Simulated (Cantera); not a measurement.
Cantera run:

```python
import numpy as np
import cantera as ct

gas_names = """
    CL CLO CL2 Fe FeCL FeCL2 FeCL3 FeO Fe(OH)2 Fe2CL4 Fe2CL6 H HCL HOCL HO2 H2 H2O H2O2 O OH O2 O3
""".split()
cond_names = """
    Fe(a) Fe(c) Fe(d) Fe(L) FeCL2(s) FeCL2(L) FeCL3(s) FeCL3(L) FeO(s) FeO(L) Fe(OH)2(s) Fe(OH)3(s)
    Fe2O3(s) Fe3O4(s) H2O(s) H2O(L)
""".split()


def load(file, names, dense=False):
    # The tables refer to 1 bar. Condensed volumes are neglected.
    table = {s.name: s for s in ct.Species.list_from_file(file)}
    out = []
    for n in names:
        d = dict(table[n].input_data)
        d["thermo"] = dict(d["thermo"], **{"reference-pressure": 1e5})
        if dense:
            d["equation-of-state"] = {"model": "constant-volume", "density": "1e6 g/cm^3"}
        out.append(ct.Species.from_dict(d))
    return out


gas = ct.Solution(thermo="ideal-gas", species=load("nasa_gas.yaml", gas_names))
cond = {s.name: ct.Solution(thermo="fixed-stoichiometry", species=[s], name=s.name)
        for s in load("nasa_condensed.yaml", cond_names, dense=True)}
atoms = {
    'Fe2O3': {'Fe': 2, 'O': 3},
    'HCl': {'H': 1, 'CL': 1},
    'H2': {'H': 2},
}
top_T = {'Fe2O3(s)': 1830, 'Fe3O4(s)': 1870}  # K; cautious upper limits of use, not melting points


def equilibrate(T, P, feed):
    n = {}
    for name, mol in feed.items():
        for a, k in atoms[name].items():
            n[a] = n.get(a, 0.0) + k * mol
    gas.TPX = T, P, n
    mass = sum(n.values()) * gas.mean_molecular_weight
    gas.equilibrate("TP")
    valid = [c for c in cond.values() if c.min_temp <= T <= top_T.get(c.name, c.max_temp)]
    mix = ct.Mixture([(gas, mass / gas.mean_molecular_weight)] + [(c, 0.0) for c in valid])
    mix.T, mix.P = T, P
    mix.equilibrate("TP", solver="vcs", rtol=1e-11, max_steps=5000)
    return mix


results = []
feed = {'Fe2O3': 1, 'HCl': 1.2, 'H2': 11}  # mol
T = 1723  # K
P = 8.5  # Pa
mix = equilibrate(T, P, feed)
results.append((T, P, feed, dict(zip(mix.species_names, mix.species_moles))))
print(gas.report(threshold=0.001))
for i in range(1, mix.n_phases):
    print(f"{mix.phase(i).name:16s} {mix.phase_moles(i):12.5e} mol")
```

It prints:

```
       temperature   1723 K
          pressure   8.5 Pa
           density   8.75e-06 kg/m^3
  mean mol. weight   14.747 kg/kmol
   phase of matter   gas

                          1 kg             1 kmol
                     ---------------   ---------------
          enthalpy        2.3313e+06         3.438e+07  J
   internal energy        1.3599e+06        2.0055e+07  J
           entropy             20132        2.9689e+05  J/K
    Gibbs function       -3.2356e+07       -4.7717e+08  J
 heat capacity c_p              2426             35777  J/K
 heat capacity c_v            1862.2             27462  J/K

                      mass frac. Y      mole frac. X     chem. pot. / RT
                     ---------------   ---------------   ---------------
                CL         0.0033095         0.0013767           -29.862
                Fe           0.40655           0.10736           -7.0209
             FeCL2          0.072865          0.008478           -66.744
                 H         0.0010312          0.015087           -14.465
               HCL           0.16944          0.068539           -44.327
                H2          0.079531           0.58177            -28.93
               H2O           0.26463           0.21662           -54.619
     [  +15 minor]         0.0026488        0.00076286

Fe(d)             3.94906e-01 mol
FeCL2(L)          0.00000e+00 mol
FeCL3(L)          0.00000e+00 mol
FeO(L)            0.00000e+00 mol
Fe2O3(s)          0.00000e+00 mol
Fe3O4(s)          0.00000e+00 mol
```

These are equilibrium values from Cantera (NASA tables, ideal gas, pure condensed phases), not measurements of a reactor.
